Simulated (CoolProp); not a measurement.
Normal hydrogen at 449.48 K and 0.105 MPa flows at 0.16 m/s in a round tube of 20 mm bore and 15 µm roughness, fully developed (64/Re and Nu = 3.66 if laminar; Colebrook and Gnielinski if turbulent). Each further row changes one setting.

The numbers come from the reference Helmholtz-energy equation of state, Leachman 2009 in CoolProp.

```csv
case,Reynolds number,Darcy friction factor,pressure drop (Pa/m),heat-transfer coefficient (W/(m² K)),mass flow (kg/h)
as stated,…,…,…,46.0,…
velocity 0.32 m/s,30.6,2.09,0.303,46.0,…
diameter 40 mm,30.6,2.09,0.0379,23.0,…
```

Q: Fill in the missing entries.

A: 
- as stated, Reynolds number: 15.3
- as stated, Darcy friction factor: 4.18
- as stated, pressure drop (Pa/m): 0.151
- as stated, mass flow (kg/h): 0.0102
- velocity 0.32 m/s, mass flow (kg/h): 0.0205
- diameter 40 mm, mass flow (kg/h): 0.0410

Viscosity comes from a separate model (Muzny 2013). Thermal conductivity comes from a separate model (Assael 2011).
